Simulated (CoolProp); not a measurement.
Vapour-liquid equilibrium of dimethyl ether (1) + ethanol (2) at 339.9 K; x and y are mole fractions of (1).

Computed with CoolProp (multi-fluid Helmholtz-energy mixture model, Wu 2011 and Schroeder 2014; pair parameters Bell 2016).

```
x      bubble pressure, mixture model (bar)  bubble pressure, Raoult's law (bar)  y, mixture model  y, Raoult's law
-----  ------------------------------------  -----------------------------------  ----------------  ---------------
0.05                                  1.812                                1.438             0.659            0.585
0.125                                 3.475                                2.654             0.828            0.793
0.2                                   4.997                                3.870             0.885            0.870
0.275                                 6.378                                5.087             0.913            0.911
0.35                                    [?]                                6.303             0.931            0.935
0.425                                   [?]                                7.519             0.943            0.952
0.5                                   9.791                                8.735             0.952            0.964
0.575                                 10.75                                9.951             0.959            0.973
0.65                                    [?]                                11.17             0.965            0.980
0.725                                   [?]                                12.38             0.972            0.986
0.8                                   13.58                                13.60             0.978            0.991
0.875                                 14.66                                14.81             0.985            0.995
0.95                                  15.89                                16.03               [?]            0.998
```

**Question.** Fill in the missing entries.

**Answer.** 
- 0.35, bubble pressure, mixture model (bar): 7.627
- 0.425, bubble pressure, mixture model (bar): 8.757
- 0.65, bubble pressure, mixture model (bar): 11.68
- 0.725, bubble pressure, mixture model (bar): 12.61
- 0.95, y, mixture model: 0.993

The largest gap from Raoult's law is +30.9 % in bubble pressure, at x = 0.125. No azeotrope shows between x = 0.05 and 0.95.

Pair parameters are fitted to limited data, so mixtures are less certain than the pure fluids. The gap from Raoult's law changes sign with composition, which may be real or a fault of the pair parameters; it wasn't checked against measurements.
